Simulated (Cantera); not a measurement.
A Cantera script and what it prints.

```python
import numpy as np
import cantera as ct

gas_names = [...]  # 123 gases of nasa_gas.yaml made of C, H, O, S
cond_names = """
    C(gr) C6H6(L) C7H8(L) C8H18(L),n-octa H2O(s) H2O(L) H2SO4(L) S(cr1) S(cr2) S(L)
""".split()


# ... load() reads the species with a 1 bar reference pressure and builds the phases ...
atoms = {
    'CO2': {'C': 1, 'O': 2},
    'SO2': {'S': 1, 'O': 2},
    'H2': {'H': 2},
}
top_T = {'C(gr)': 4500}  # K; cautious upper limits of use, not melting points


# ... equilibrate(T, P, feed) seeds the gas with the atoms and calls Mixture.equilibrate('TP', solver="vcs", rtol=1e-11, max_steps=5000) ...
results = []
feed = {'CO2': 1, 'SO2': 0.021, 'H2': 19}  # mol
P = 133.322  # Pa
for T in [2450, 2550, 2650, 2750, 2850, 2950, 3050, 3150, 3250, 3350]:
    mix = equilibrate(T, P, feed)
    results.append((T, P, feed, dict(zip(mix.species_names, mix.species_moles))))
    x = sorted(zip(gas.X, gas.species_names), reverse=True)
    print(f"T = {T:g} K  P = {P:g} Pa  gas = {mix.phase_moles(0):.4g} mol")
    print("   x: " + "  ".join(f"{s} {v:.3e}" for v, s in x if v > 1e-05))
    print("   condensed (mol): " + ("  ".join(f"{mix.phase(i).name} {mix.phase_moles(i):.4g}"
          for i in range(1, mix.n_phases) if mix.phase_moles(i) > 1e-12) or "none"))
```

It prints:

```
T = 2450 K  P = 133.322 Pa  gas = 25.14 mol
   x: H2 5.213e-01  H 3.973e-01  CO 3.936e-02  H2O 3.326e-02  OH 4.953e-03  O 2.505e-03  S 5.869e-04  CO2 4.146e-04  SO 1.629e-04  SH 7.054e-05  O2 6.585e-05  SO2 1.165e-05
   condensed (mol): none
T = 2550 K  P = 133.322 Pa  gas = 27.7 mol
   x: H 5.346e-01  H2 3.916e-01  CO 3.576e-02  H2O 2.351e-02  OH 7.036e-03  O 6.267e-03  S 5.638e-04  CO2 3.389e-04  O2 1.538e-04  SO 1.401e-04  SH 4.441e-05
   condensed (mol): none
T = 2650 K  P = 133.322 Pa  gas = 30.76 mol
   x: H 6.651e-01  H2 2.684e-01  CO 3.228e-02  H2O 1.289e-02  O 1.238e-02  OH 7.780e-03  S 5.465e-04  O2 2.411e-04  CO2 2.348e-04  SO 1.036e-04  SH 2.752e-05
   condensed (mol): none
T = 2750 K  P = 133.322 Pa  gas = 33.77 mol
   x: H 7.703e-01  H2 1.690e-01  CO 2.948e-02  O 1.852e-02  OH 6.423e-03  H2O 5.249e-03  S 5.397e-04  O2 2.315e-04  CO2 1.337e-04  SO 6.336e-05  SH 1.696e-05
   condensed (mol): none
T = 2850 K  P = 133.322 Pa  gas = 36.15 mol
   x: H 8.430e-01  H2 1.002e-01  CO 2.759e-02  O 2.242e-02  OH 4.267e-03  H2O 1.725e-03  S 5.364e-04  O2 1.544e-04  CO2 6.712e-05  SO 3.355e-05  SH 1.037e-05
   condensed (mol): none
T = 2950 K  P = 133.322 Pa  gas = 37.75 mol
   x: H 8.879e-01  H2 5.760e-02  CO 2.646e-02  O 2.430e-02  OH 2.558e-03  S 5.330e-04  H2O 5.197e-04  O2 8.707e-05  CO2 3.270e-05  SO 1.681e-05
   condensed (mol): none
T = 3050 K  P = 133.322 Pa  gas = 38.71 mol
   x: H 9.138e-01  H2 3.301e-02  CO 2.582e-02  O 2.515e-02  OH 1.491e-03  S 5.300e-04  H2O 1.561e-04  O2 4.694e-05  CO2 1.627e-05
   condensed (mol): none
T = 3150 K  P = 133.322 Pa  gas = 39.27 mol
   x: H 9.284e-01  O 2.555e-02  CO 2.546e-02  H2 1.915e-02  OH 8.747e-04  S 5.279e-04  H2O 4.868e-05  O2 2.547e-05
   condensed (mol): none
T = 3250 K  P = 133.322 Pa  gas = 39.59 mol
   x: H 9.366e-01  O 2.574e-02  CO 2.525e-02  H2 1.135e-02  S 5.265e-04  OH 5.231e-04  H2O 1.599e-05  O2 1.414e-05
   condensed (mol): none
T = 3350 K  P = 133.322 Pa  gas = 39.78 mol
   x: H 9.413e-01  O 2.585e-02  CO 2.514e-02  H2 6.889e-03  S 5.256e-04  OH 3.204e-04
   condensed (mol): none
```

These are equilibrium values from Cantera (NASA tables, ideal gas, pure condensed phases), not measurements of a reactor.
